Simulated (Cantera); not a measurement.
An isothermal, constant-pressure homogeneous reactor starts with 8.83 % C2H6, 88.3 % N2, 2.83 % H2O, at 1050 K and 0.132 atm.

Computed with Cantera and GRI-Mech 3.0 (53 species, 325 reactions). GRI-Mech 3.0 stops at C3 and has no aromatics, soot or wall deposition, so with more carbon than oxygen in the feed, carbon stays in small species such as C2H2 where larger ones or solid carbon would form.

x: mole fraction; the columns are a selection and need not sum to one.

```json
[
 {"t (s)": "0.000800", "x C2H6": "0.0883", "x CH3": "[?]", "x H2": "2.40e-7", "x C2H": "<1e-12", "x C2H2": "<1e-12"},
 {"t (s)": "0.00197", "x C2H6": "0.0883", "x CH3": "[?]", "x H2": "2.83e-6", "x C2H": "<1e-12", "x C2H2": "5.12e-12"},
 {"t (s)": "0.00487", "x C2H6": "0.0883", "x CH3": "[?]", "x H2": "2.63e-5", "x C2H": "<1e-12", "x C2H2": "4.06e-10"},
 {"t (s)": "0.0120", "x C2H6": "0.0881", "x CH3": "[?]", "x H2": "0.000185", "x C2H": "<1e-12", "x C2H2": "2.02e-8"},
 {"t (s)": "0.0296", "x C2H6": "0.0872", "x CH3": "[?]", "x H2": "0.000962", "x C2H": "<1e-12", "x C2H2": "5.72e-7"},
 {"t (s)": "0.0730", "x C2H6": "0.0845", "x CH3": "2.69e-6", "x H2": "0.00339", "x C2H": "<1e-12", "x C2H2": "7.11e-6"},
 {"t (s)": "0.180", "x C2H6": "0.0777", "x CH3": "2.53e-6", "x H2": "0.00932", "x C2H": "<1e-12", "x C2H2": "5.03e-5"},
 {"t (s)": "0.444", "x C2H6": "0.0627", "x CH3": "[?]", "x H2": "0.0226", "x C2H": "<1e-12", "x C2H2": "0.000268"},
 {"t (s)": "1.10", "x C2H6": "0.0353", "x CH3": "[?]", "x H2": "0.0469", "x C2H": "<1e-12", "x C2H2": "0.00114"},
 {"t (s)": "2.70", "x C2H6": "0.00897", "x CH3": "[?]", "x H2": "0.0713", "x C2H": "<1e-12", "x C2H2": "0.00361"},
 {"t (s)": "6.66", "x C2H6": "0.00164", "x CH3": "[?]", "x H2": "0.0804", "x C2H": "<1e-12", "x C2H2": "0.00732"},
 {"t (s)": "16.4", "x C2H6": "0.000867", "x CH3": "2.32e-7", "x H2": "0.0844", "x C2H": "<1e-12", "x C2H2": "0.0117"},
 {"t (s)": "40.5", "x C2H6": "0.000790", "x CH3": "2.49e-7", "x H2": "0.0886", "x C2H": "<1e-12", "x C2H2": "0.0177"},
 {"t (s)": "100", "x C2H6": "0.000715", "x CH3": "[?]", "x H2": "0.0902", "x C2H": "1.02e-12", "x C2H2": "0.0223"}
]
```

Problem. Complete the blanks.

Solution. 
- 0.000800, x CH3: 3.96e-7
- 0.00197, x CH3: 6.17e-7
- 0.00487, x CH3: 7.63e-7
- 0.0120, x CH3: 1.24e-6
- 0.0296, x CH3: 2.39e-6
- 0.444, x CH3: 2.20e-6
- 1.10, x CH3: 1.58e-6
- 2.70, x CH3: 7.46e-7
- 6.66, x CH3: 3.06e-7
- 100, x CH3: 2.88e-7
